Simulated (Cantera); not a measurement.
A Cantera script and its output.

```python
import numpy as np
import cantera as ct

gas = ct.Solution("gri30.yaml")
gas.TPX = 525, 500000, {'CH4': 1, 'C2H6': 0.45, 'C3H8': 0.044, 'O2': 6.43, 'N2': 24.2, 'H2': 0.047}
inlet = ct.Reservoir(gas, clone=True)
gas.equilibrate("HP")  # start burning
reactor = ct.IdealGasConstPressureReactor(gas, energy="on", clone=False)
exhaust = ct.Reservoir(gas, clone=True)
tau = [0.11, 0.045, 0.019, 0.008, 0.0033, 0.0014, 0.00059, 0.00025, 0.0001, 4.4e-05, 1.8e-05, 7.7e-06][0]
for a, b in ((inlet, reactor), (reactor, exhaust)):
    ct.MassFlowController(a, b, mdot=lambda t: reactor.mass / tau)
net = ct.ReactorNet([reactor])
show = ['CH4', 'C2H6', 'C3H8', 'CH2CO', 'NO', 'C2H']

rows = []
print(f"{'tau/s':>10s}{'T/K':>9s}" + "".join(f"{s:>11s}" for s in show))
for tau in [0.11, 0.045, 0.019, 0.008, 0.0033, 0.0014, 0.00059, 0.00025, 0.0001, 4.4e-05, 1.8e-05, 7.7e-06]:
    net.initial_time = 0.0
    net.advance(30 * tau)
    before = gas.X
    net.advance(40 * tau)
    drift = np.max(np.abs(gas.X - before) / (gas.X + 1e-9))
    rows.append([gas.T, *gas[show].X, drift])
    print(f"{tau:10.3e}{gas.T:9.1f}" + "".join(f"{x:11.3e}" for x in gas[show].X))
```

Result:

```
     tau/s      T/K        CH4       C2H6       C3H8      CH2CO         NO        C2H
 1.100e-01   1846.4  2.268e-06  1.937e-07  1.730e-08  3.476e-07  3.418e-05  3.657e-10
 4.500e-02   1845.0  4.541e-06  4.142e-07  3.810e-08  7.675e-07  2.181e-05  7.857e-10
 1.900e-02   1842.7  8.380e-06  8.202e-07  7.791e-08  1.569e-06  1.663e-05  1.540e-09
 8.000e-03   1838.8  1.503e-05  1.567e-06  1.534e-07  3.062e-06  1.422e-05  2.829e-09
 3.300e-03   1832.0  2.709e-05  2.971e-06  2.969e-07  5.795e-06  1.263e-05  4.894e-09
 1.400e-03   1820.9  4.844e-05  5.480e-06  5.521e-07  1.028e-05  1.084e-05  7.665e-09
 5.900e-04   1801.8  8.988e-05  1.032e-05  1.034e-06  1.766e-05  8.572e-06  1.091e-08
 2.500e-04   1768.5  1.796e-04  2.058e-05  2.028e-06  3.005e-05  6.126e-06  1.374e-08
 1.000e-04   1690.9  5.117e-04  5.736e-05  5.487e-06  6.438e-05  2.920e-06  1.448e-08
 4.400e-05    525.0  3.108e-02  1.399e-02  1.368e-03 -3.354e-19 -3.445e-22  1.286e-48
 1.800e-05    525.0  3.108e-02  1.399e-02  1.368e-03 -2.073e-21 -2.130e-24 -5.712e-52
 7.700e-06    525.0  3.108e-02  1.399e-02  1.368e-03 -1.310e-22 -1.345e-25 -3.730e-53
```

Detailed kinetics in Cantera: GRI-Mech 3.0 (53 species, 325 reactions).
